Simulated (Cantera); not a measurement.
Feed: 1 mol Fe, 2.1 mol CO, 5.3 mol H2, held at 0.320 bar.

Equilibrium computed with Cantera from the NASA thermochemical tables; the gas is ideal and each condensed phase is pure. Candidate condensed phases: C, C6H6, C7H8, C8H18, Fe, Fe(CO)5, FeO, Fe(OH)2, Fe(OH)3, Fe2O3, Fe3O4, H2O; 114 gas species. The numbers say what is thermodynamically allowed, not how fast it happens.

Which condensed phases are stable at each of these points (T (K)): 1223, 1323, 1423, 1523, 1623, 1723, 1823, 1923?


```
T (K)  condensed phases  Fe condensed (%)
-----  ----------------  ----------------
1223              Fe(γ)             100.0
1323              Fe(γ)             100.0
1423              Fe(γ)             100.0
1523              Fe(γ)             100.0
1623              Fe(γ)             100.0
1723              Fe(δ)             100.0
1823              Fe(l)              99.9
1923              Fe(l)              99.7
```

From 1223 K to 1623 K the condensed part is Fe(γ). At 1723 K the condensed part is Fe(δ). From 1823 K to 1923 K the condensed part is Fe(l).
